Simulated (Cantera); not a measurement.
An isothermal, constant-pressure homogeneous reactor starts with NO : N2 = 1 : 0.63 (molar parts), at 1523 K and 40000 Pa. Integrator tolerance rtol = 1e-08.

Detailed kinetics in Cantera: GRI-Mech 3.0 (53 species, 325 reactions).

Question: What does this change do: temperature 1523 to 2125 K?

Answer: 
| quantity | before | after |
|---|---|---|
| x(NO) at 7.00 s | 0.588 (gas-phase equilibrium 0.00155) | 0.0119 (gas-phase equilibrium 0.0119) |
| x(N2O) at 7.00 s | 0.000115 (gas-phase equilibrium 5.61e-8) | 3.91e-7 (gas-phase equilibrium 3.90e-7) |
| x(O2) at 7.00 s | 0.0122 (gas-phase equilibrium 0.306) | 0.300 (gas-phase equilibrium 0.300) |
| x(O) at 7.00 s | 1.14e-6 (gas-phase equilibrium 4.86e-6) | 0.00144 (gas-phase equilibrium 0.00144) |
| x(NO2) at 7.00 s | 0.000489 (gas-phase equilibrium 5.91e-6) | 1.27e-5 (gas-phase equilibrium 1.27e-5) |
| x(N2) at 7.00 s | 0.399 (gas-phase equilibrium 0.692) | 0.687 (gas-phase equilibrium 0.687) |

Question: What does this change do: temperature 1523 to 1550 K?

Answer: 
```json
[
 {"quantity": "x(NO) at 7.00 s", "before": "0.588 (gas-phase equilibrium 0.00155)", "after": "0.579 (gas-phase equilibrium 0.00176)"},
 {"quantity": "x(N2O) at 7.00 s", "before": "0.000115 (gas-phase equilibrium 5.61e-8)", "after": "0.000113 (gas-phase equilibrium 6.32e-8)"},
 {"quantity": "x(O2) at 7.00 s", "before": "0.0122 (gas-phase equilibrium 0.306)", "after": "0.0169 (gas-phase equilibrium 0.306)"},
 {"quantity": "x(O) at 7.00 s", "before": "1.14e-6 (gas-phase equilibrium 4.86e-6)", "after": "1.85e-6 (gas-phase equilibrium 6.89e-6)"},
 {"quantity": "x(NO2) at 7.00 s", "before": "0.000489 (gas-phase equilibrium 5.91e-6)", "after": "0.000511 (gas-phase equilibrium 6.20e-6)"},
 {"quantity": "x(N2) at 7.00 s", "before": "0.399 (gas-phase equilibrium 0.692)", "after": "0.404 (gas-phase equilibrium 0.692)"}
]
```
